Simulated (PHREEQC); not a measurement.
Solution (75 °C): 0.025 mol CuSO4 and 9.9e-05 mol FeCl3 per kg of water. Closed to the air; pH follows from the charge balance.

Equilibrium calculation in PHREEQC: ion-association model, wateq4f.dat.

Each row changes one thing in this solution. No solid was allowed to form.

| case | pH | ionic strength (mol/kgw) | Cu+2 (mol/kgw) | SO4-2 (mol/kgw) | CuSO4 (mol/kgw) | Cl- (mol/kgw) | SI of Tenorite (CuO) | SI of Cu(OH)2 (Cu(OH)2) |
|---|---|---|---|---|---|---|---|---|
| as made | 4.11 | 0.0592 | 0.0147 | 0.0147 | 0.0101 | 0.000261 | +0.01 | -1.01 |
| diluted 100-fold with water | 5.14 | 0.000954 | 0.000233 | 0.000238 | 1.12e-5 | 2.96e-6 | +0.57 | -0.45 |
| temperature from 75 to 50 °C | 4.12 | 0.0603 | 0.0150 | 0.0149 | 0.00994 | 0.000281 | -0.69 | -1.71 |
| 0.01 mol/kgw NaH2PO4 added | 4.20 | 0.0708 | 0.0152 | 0.0149 | 0.00956 | 0.000262 | +0.17 | -0.85 |
| FeCl3 from 9.9e-05 to 1.98e-05 mol/kgw | 4.24 | (withheld) | 0.0147 | 0.0147 | 0.0101 | 5.23e-5 | +0.25 | -0.77 |
| CuSO4 from 0.025 to 0.25 mol/kgw | 3.95 | 0.458 | 0.114 | 0.114 | 0.135 | 0.000191 | +0.29 | -0.74 |
| CuSO4 from 0.025 to 0.0125 mol/kgw | 4.09 | 0.0326 | 0.00811 | 0.00804 | (withheld) | 0.000273 | -0.22 | -1.24 |
| temperature from 75 to 70 °C | 4.12 | 0.0594 | 0.0148 | 0.0147 | 0.0101 | 0.000266 | -0.11 | -1.13 |

Q: What belongs in the gaps?

A: 
- FeCl3 from 9.9e-05 to 1.98e-05 mol/kgw, ionic strength (mol/kgw): 0.0590
- CuSO4 from 0.025 to 0.0125 mol/kgw, CuSO4 (mol/kgw): 0.00433

Some of these states are supersaturated (in Hematite (slow to form), Goethite (slow to form), Strengite, for instance). H3PO4, which wateq4f.dat lacks, is added to it with the constant of phreeqc.dat. Constants without temperature data keep their 25 °C values here. The database has no phosphate complexes of Cu.
